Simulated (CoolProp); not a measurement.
Octamethyltrisiloxane (MDM) along the isobar 54.3 bar: Z from the reference equation and from simpler models built on Tc = 565.4 K, pc = 14.38 bar, ω = 0.528; each cubic takes its own stable root.

The numbers come from the reference Helmholtz-energy equation of state, Thol 2017 in CoolProp.

```
T (K)          phase  reference  van der Waals  Redlich-Kwong  Soave-Redlich-Kwong  Peng-Robinson
-----  -------------  ---------  -------------  -------------  -------------------  -------------
292           liquid     0.6385          1.077         0.7417               0.7132         0.6362
323.4         liquid     0.5981         0.9941         0.6898               0.6600         0.5882
354.9         liquid     0.5668         0.9276         0.6495               0.6189         0.5510
386.3         liquid     0.5428         0.8738         0.6186               0.5877         0.5228
417.8         liquid     0.5250         0.8299         0.5951               0.5648         0.5022
449.2         liquid     0.5127         0.7942         0.5782               0.5497         0.4887
480.7         liquid     0.5059         0.7652         0.5672               0.5421         0.4822
512.1         liquid     0.5048         0.7422         0.5618               0.5426         0.4836
543.6         liquid     0.5104         0.7245         0.5620               0.5523         0.4940
575    supercritical     0.5244         0.7117         0.5678               0.5731         0.5157
```
